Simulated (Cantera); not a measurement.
## Diamond growth

A diamond (100) surface in a fixed gas of H2 with x(CH4) = 0.0039, x(H) = 0.0077, at 1200 K, 0.0110 bar; coverages are run to steady state.

Cantera simulation using the Harris–Goodwin 1993 mechanism for the reconstructed diamond (100) surface; the numbers are that mechanism's predictions, not measurements.

```csv
x(CH3),growth (µm/h),θ c6HH,θ c6H*,θ c6*H,θ c6**,θ c6HM
1e-06,0.00207,0.441,0.0384,0.491,0.0300,3.78e-6
2.6e-06,0.00539,0.441,0.0384,0.491,0.0300,9.84e-6
7e-06,0.0145,0.441,0.0384,0.491,0.0300,2.65e-5
1.9e-05,0.0394,0.440,0.0384,0.491,0.0299,7.19e-5
4.9e-05,0.101,0.440,0.0384,0.491,0.0299,0.000185
0.00013,0.269,0.440,0.0383,0.491,0.0298,0.000491
0.00035,0.719,0.440,0.0383,0.490,0.0296,0.00132
0.00092,1.86,0.438,0.0381,0.488,0.0289,0.00342
0.0024,4.68,0.434,0.0377,0.483,0.0274,0.00869
```
θ: site fractions in the mechanism's names (c6HH fully hydrogenated, c6H* and c6*H radical sites, c6** diradical, c6HM methylated).
